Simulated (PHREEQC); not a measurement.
A made-up water analysis in mg/L, 25 °C, pH 3.11, pe 9.7:

```csv
constituent,mg/L
Na,379
K,0.741
Ca,408
Mg,42.2
Cl,280
S(6) as SO4,1580
Br,1.29
Cu(2),2.26
```

Valence states are taken as typed.

Model: ion-association model, wateq4f.dat, run in PHREEQC.

Precipitation was switched off in this run.

**Question.** What ionic strength does the model give?

**Answer.** ionic strength 0.0520 mol/kgw.

**Question.** In which forms is S present?

**Answer.** SO4-2 70 %, CaSO4 20 %, MgSO4 3.9 %, HSO4- 3.0 %, NaSO4- 2.6 % of the S.
